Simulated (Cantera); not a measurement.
A closed system holds: 1 mol PbCl2, 0.86 mol H2, 4.6 mol N2, held at 1700 K and 0.100 bar.

These are equilibrium values from Cantera (NASA tables, ideal gas, pure condensed phases), not measurements of a reactor. Candidate condensed phases: NH4Cl, Pb, PbCl2; 17 gas species. The numbers say what is thermodynamically allowed, not how fast it happens.

Base state: N2 0.651, HCl 0.170, PbCl 0.0805, Pb 0.0449, H2 0.0367, PbCl2 0.0161, Cl 0.000322, H 8.92e-5 (mole fractions); condensed: gas only.

Q: What changes in the equilibrium state with this change: H2 from 0.86 to 4.7 mol?

A: 
```tsv
species	before	after
N2	0.651	0.414
H2	0.0367	0.349
HCl	0.170	0.147
PbCl	0.0805	0.0295
PbCl2	0.0161	0.00165
Pb	0.0449	0.0588
Cl	0.000322	9.01e-5
H	8.92e-5	0.000275
```

Q: What changes in the equilibrium state with this change: temperature from 1700 K to 2023.15 K?

A: 
| species | before | after |
|---|---|---|
| N2 | 0.651 | 0.639 |
| HCl | 0.170 | 0.193 |
| Pb | 0.0449 | 0.0671 |
| PbCl | 0.0805 | 0.0650 |
| PbCl2 | 0.0161 | 0.00673 |
| H2 | 0.0367 | 0.0222 |
| Cl | 0.000322 | 0.00579 |
| H | 8.92e-5 | 0.000897 |
